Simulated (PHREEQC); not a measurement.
# Leach liquor: speciation

Make-up at 25 °C: 0.074 mol H2SO4, 0.094 mol MnSO4 and 5.1e-05 mol Fe2(SO4)3 per kg of water. Closed to the air; pH follows from the charge balance.

Computed with PHREEQC (ion-association model, wateq4f.dat).

Each row changes one thing in this solution. No solid was allowed to form.

```json
[
 {"case": "as made", "pH": "1.30", "ionic strength (mol/kgw)": "0.288", "HSO4- (mol/kgw)": "0.0845", "SO4-2 (mol/kgw)": "0.0482"},
 {"case": "temperature from 25 to 65 °C", "pH": "1.43", "ionic strength (mol/kgw)": "0.245", "HSO4- (mol/kgw)": "0.101", "SO4-2 (mol/kgw)": "?"},
 {"case": "diluted 5-fold with water", "pH": "?", "ionic strength (mol/kgw)": "?", "HSO4- (mol/kgw)": "0.0118", "SO4-2 (mol/kgw)": "0.0156"},
 {"case": "Fe2(SO4)3 from 5.1e-05 to 0.000102 mol/kgw", "pH": "1.30", "ionic strength (mol/kgw)": "0.288", "HSO4- (mol/kgw)": "0.0845", "SO4-2 (mol/kgw)": "?"},
 {"case": "Fe2(SO4)3 replaced by Rb2SO4 at the same molality", "pH": "1.30", "ionic strength (mol/kgw)": "0.288", "HSO4- (mol/kgw)": "0.0845", "SO4-2 (mol/kgw)": "0.0482"},
 {"case": "MnSO4 replaced by NH4HSO4 at the same molality", "pH": "1.02", "ionic strength (mol/kgw)": "0.238", "HSO4- (mol/kgw)": "0.123", "SO4-2 (mol/kgw)": "0.0349"},
 {"case": "0.02 mol/kgw Ca(OH)2 added", "pH": "1.49", "ionic strength (mol/kgw)": "0.298", "HSO4- (mol/kgw)": "0.0640", "SO4-2 (mol/kgw)": "0.0561"}
]
```

Task: Fill in the missing entries.

Result: 
- temperature from 25 to 65 °C, SO4-2 (mol/kgw): 0.0294
- diluted 5-fold with water, pH: 1.82
- diluted 5-fold with water, ionic strength (mol/kgw): 0.0711
- Fe2(SO4)3 from 5.1e-05 to 0.000102 mol/kgw, SO4-2 (mol/kgw): 0.0483

Some of these states are supersaturated (in Hematite (slow to form), Gypsum, for instance). At this temperature some constants are extrapolated from 25 °C, and those without enthalpy data are left unchanged.
